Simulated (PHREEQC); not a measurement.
Dissolve 42 mmol/kgw HF and 3 mmol/kgw NaF at 40 °C. Closed to the air; pH follows from the charge balance.

Model: ion-association model, wateq4f.dat, run in PHREEQC.

This is a speciation only: nothing precipitates in the calculation.

Problem. Predict the pH, ionic strength.

Solution. pH 2.48; ionic strength 0.00655 mol/kgw.

Problem. In which forms is F present?

Solution. HF 76 %, F- 13 %, H2F2 7.7 %, HF2- 3.7 % of the F.

Species that the database lacks are ignored. wateq4f.dat counts part of the HF as a dimer, H2F2, which phreeqc.dat doesn't know; its constant is uncertain. At this temperature some constants are extrapolated from 25 °C, and those without enthalpy data are left unchanged.
